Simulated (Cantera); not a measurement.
Charge: 1 mol BCl3, a varied amount of H2O, 41 mol H2, at 42.0 Pa.

These are equilibrium values from Cantera (NASA tables, ideal gas, pure condensed phases), not measurements of a reactor. Candidate condensed phases: B, B2O3, B3O3H3, H2O; 33 gas species. Mutual solubility and eutectic melting of coexisting phases are not modelled. The tables' values for BCl2 are old estimates. The numbers say what is thermodynamically allowed, not how fast it happens.

Stable condensed phases, one row left out:

```
T in °C \ n(H2O) in mol
         0.75  1.1  1.5  2.2  3.1  4.4  6.2
   1950     A    A    A    A    A    A    A
   1850     A    A    A    A    A    A    A
   1750     A    A    A    A    A    A    A
   1650     A    A    A    A    A    A    A
   1550     A    A    A    A    A    A    A
   1450     A    A    A    A    A    A    A
   1350     B    A    A    A    A    A    A
   1250     B    A    A    A    A    A    A
   1150     B    A    A    A    A    A    A
   1050     B    C    C    C    A    A    A
    850     D    D    C    C    C    C    C
    750     D    D    C    C    C    C    C
```

A: gas only; B: B; C: B2O3; D: B + B2O3.

Q: Give the row for 950 °C.

A: 0.75: B + B2O3; 1.1: B + B2O3; 1.5: B2O3; 2.2: B2O3; 3.1: B2O3; 4.4: B2O3; 6.2: B2O3.
